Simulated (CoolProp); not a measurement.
Vapour-liquid equilibrium of propylene (1) + R22 (2) at 0.0171 MPa; x and y are mole fractions of (1).

Model: multi-fluid Helmholtz-energy mixture model, Lemmon 2013 and Kamei 1995; pair parameters Bell 2016, in CoolProp.

```
x     bubble temperature, mixture model (K)  bubble temperature, Raoult's law (K)  y, mixture model  y, Raoult's law
----  -------------------------------------  ------------------------------------  ----------------  ---------------
0.05                                  199.2                                 199.9             0.119            0.078
0.2                                   196.8                                 198.6             0.359            0.288
0.35                                  195.2                                 197.4             0.510            0.468
0.5                                   194.2                                 196.3             0.624            0.622
0.65                                  193.5                                 195.2             0.725            0.755
0.8                                   193.0                                 194.1             0.829            0.870
0.95                                  192.8                                 193.1             0.951            0.970
```

The largest gap from Raoult's law is -2.2 K in bubble temperature, at x = 0.35. No azeotrope shows between x = 0.05 and 0.95.

The pair parameters rest on a limited set of measurements; away from them the model extrapolates.
